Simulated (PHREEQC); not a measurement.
Consider water at 25 °C with 4.3 mmol/kgw NaAlO2 and 46 mmol/kgw Na2CO3. Closed to the air; pH follows from the charge balance.

Equilibrium calculation in PHREEQC: ion-association model, wateq4f.dat.

Precipitation was switched off in this run.

**Question.** Predict the pH, ionic strength.

**Answer.** pH 11.18; ionic strength 0.109 mol/kgw.

**Question.** In which forms is C present?

**Answer.** CO3-2 61 %, NaCO3- 34 %, HCO3- 4.2 % of the C.

The solution is supersaturated, for example in Gibbsite (slow to form), Boehmite (slow to form), so a real one may precipitate; this is no full list. Species that the database lacks are ignored.
